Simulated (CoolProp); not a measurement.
Vapour-liquid equilibrium of n-butane (1) + trans-2-butene (2) at 193.4 K; x and y are mole fractions of (1).

Model: multi-fluid Helmholtz-energy mixture model, Bücker 2006 and Lemmon 2005; pair parameters Bell 2016, in CoolProp.

```json
[
 {"x": "0.05", "bubble pressure, mixture model (bar)": "0.01017", "bubble pressure, Raoult's law (bar)": "0.01009", "y, mixture model": "0.064", "y, Raoult's law": "0.056"},
 {"x": "0.15", "bubble pressure, mixture model (bar)": "0.01043", "bubble pressure, Raoult's law (bar)": "0.01022", "y, mixture model": "0.180", "y, Raoult's law": "0.167"},
 {"x": "0.25", "bubble pressure, mixture model (bar)": "0.01064", "bubble pressure, Raoult's law (bar)": "0.01036", "y, mixture model": "0.286", "y, Raoult's law": "0.274"},
 {"x": "0.35", "bubble pressure, mixture model (bar)": "0.01082", "bubble pressure, Raoult's law (bar)": "0.01050", "y, mixture model": "0.385", "y, Raoult's law": "0.379"},
 {"x": "0.45", "bubble pressure, mixture model (bar)": "0.01096", "bubble pressure, Raoult's law (bar)": "0.01063", "y, mixture model": "0.481", "y, Raoult's law": "0.481"},
 {"x": "0.55", "bubble pressure, mixture model (bar)": "0.01108", "bubble pressure, Raoult's law (bar)": "0.01077", "y, mixture model": "0.575", "y, Raoult's law": "0.581"},
 {"x": "0.65", "bubble pressure, mixture model (bar)": "0.01117", "bubble pressure, Raoult's law (bar)": "0.01090", "y, mixture model": "0.668", "y, Raoult's law": "0.678"},
 {"x": "0.75", "bubble pressure, mixture model (bar)": "0.01125", "bubble pressure, Raoult's law (bar)": "0.01104", "y, mixture model": "0.762", "y, Raoult's law": "0.773"},
 {"x": "0.85", "bubble pressure, mixture model (bar)": "0.01131", "bubble pressure, Raoult's law (bar)": "0.01117", "y, mixture model": "0.856", "y, Raoult's law": "0.865"},
 {"x": "0.95", "bubble pressure, mixture model (bar)": "0.01135", "bubble pressure, Raoult's law (bar)": "0.01131", "y, mixture model": "0.952", "y, Raoult's law": "0.956"}
]
```

The largest gap from Raoult's law is +3.1 % in bubble pressure, at x = 0.45. No azeotrope shows between x = 0.05 and 0.95.

The pair parameters rest on a limited set of measurements; away from them the model extrapolates.
